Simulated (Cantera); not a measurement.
A Cantera script and what it prints.

```python
import numpy as np
import cantera as ct

gas_names = """
    CL CL2 H HCL H2 Si SiCL SiCL2 SiCL3 SiCL4 SiH SiHCL3 SiH2 SiH2CL2 SiH3 SiH3CL SiH4 Si2 Si3
""".split()
cond_names = """
    Si(cr) Si(L)
""".split()


# ... load() reads the species with a 1 bar reference pressure and builds the phases ...
atoms = {
    'Si': {'Si': 1},
    'Cl2': {'CL': 2},
    'H2': {'H': 2},
}
top_T = {}  # K; cautious upper limits of use, not melting points


# ... equilibrate(T, P, feed) seeds the gas with the atoms and calls Mixture.equilibrate('TP', solver="vcs", rtol=1e-11, max_steps=5000) ...
results = []
T = 1025  # K
P = 13332.2  # Pa
for m in [0.5, 0.71, 0.93, 1.1, 1.4, 1.6, 1.8, 2, 2.2, 2.4]:
    feed = {'Si': 1, 'Cl2': m, 'H2': 0.33}  # mol
    mix = equilibrate(T, P, feed)
    results.append((T, P, feed, dict(zip(mix.species_names, mix.species_moles))))
    x = sorted(zip(gas.X, gas.species_names), reverse=True)
    print(f"T = {T:g} K  P = {P:g} Pa  n(Cl2) = {m:g} mol  gas = {mix.phase_moles(0):.4g} mol")
    print("   x: " + "  ".join(f"{s} {v:.3e}" for v, s in x if v > 1e-05))
    print("   condensed (mol): " + ("  ".join(f"{mix.phase(i).name} {mix.phase_moles(i):.4g}"
          for i in range(1, mix.n_phases) if mix.phase_moles(i) > 1e-12) or "none"))
```

It prints:

```
T = 1025 K  P = 13332.2 Pa  n(Cl2) = 0.5 mol  gas = 0.5749 mol
   x: H2 5.263e-01  SiCL4 3.715e-01  SiHCL3 6.778e-02  HCL 2.479e-02  SiCL3 6.091e-03  SiCL2 2.084e-03  SiH2CL2 1.372e-03
   condensed (mol): Si(cr) 0.7419
T = 1025 K  P = 13332.2 Pa  n(Cl2) = 0.71 mol  gas = 0.6784 mol
   x: SiCL4 4.562e-01  H2 4.373e-01  SiHCL3 7.207e-02  HCL 2.379e-02  SiCL3 7.105e-03  SiCL2 2.310e-03  SiH2CL2 1.263e-03
   condensed (mol): Si(cr) 0.6344
T = 1025 K  P = 13332.2 Pa  n(Cl2) = 0.93 mol  gas = 0.7871 mol
   x: SiCL4 5.224e-01  H2 3.701e-01  SiHCL3 7.339e-02  HCL 2.264e-02  SiCL3 7.864e-03  SiCL2 2.472e-03  SiH2CL2 1.144e-03
   condensed (mol): Si(cr) 0.522
T = 1025 K  P = 13332.2 Pa  n(Cl2) = 1.1 mol  gas = 0.8712 mol
   x: SiCL4 5.628e-01  H2 3.302e-01  SiHCL3 7.331e-02  HCL 2.179e-02  SiCL3 8.317e-03  SiCL2 2.565e-03  SiH2CL2 1.059e-03
   condensed (mol): Si(cr) 0.4354
T = 1025 K  P = 13332.2 Pa  n(Cl2) = 1.4 mol  gas = 1.02 mol
   x: SiCL4 6.187e-01  H2 2.764e-01  SiHCL3 7.200e-02  HCL 2.041e-02  SiCL3 8.928e-03  SiCL2 2.690e-03  SiH2CL2 9.298e-04
   condensed (mol): Si(cr) 0.2827
T = 1025 K  P = 13332.2 Pa  n(Cl2) = 1.6 mol  gas = 1.119 mol
   x: SiCL4 6.480e-01  H2 2.488e-01  SiHCL3 7.073e-02  HCL 1.959e-02  SiCL3 9.244e-03  SiCL2 2.753e-03  SiH2CL2 8.567e-04
   condensed (mol): Si(cr) 0.1811
T = 1025 K  P = 13332.2 Pa  n(Cl2) = 1.8 mol  gas = 1.219 mol
   x: SiCL4 6.728e-01  H2 2.259e-01  SiHCL3 6.932e-02  HCL 1.884e-02  SiCL3 9.508e-03  SiCL2 2.805e-03  SiH2CL2 7.925e-04
   condensed (mol): Si(cr) 0.07953
T = 1025 K  P = 13332.2 Pa  n(Cl2) = 2 mol  gas = 1.334 mol
   x: SiCL4 7.112e-01  H2 2.111e-01  HCL 3.921e-02  SiHCL3 3.292e-02  SiCL3 4.670e-03  SiCL2 6.401e-04  SiH2CL2 1.691e-04
   condensed (mol): none
T = 1025 K  P = 13332.2 Pa  n(Cl2) = 2.2 mol  gas = 1.53 mol
   x: SiCL4 6.513e-01  HCL 2.636e-01  H2 8.298e-02  SiHCL3 1.762e-03  SiCL3 3.988e-04
   condensed (mol): none
T = 1025 K  P = 13332.2 Pa  n(Cl2) = 2.4 mol  gas = 1.73 mol
   x: SiCL4 5.779e-01  HCL 3.814e-01  CL2 4.030e-02  CL 3.076e-04
   condensed (mol): none
```

Equilibrium computed with Cantera from the NASA thermochemical tables; the gas is ideal and each condensed phase is pure. The tables' values for SiCl3 are old estimates; treat these amounts as uncertain.
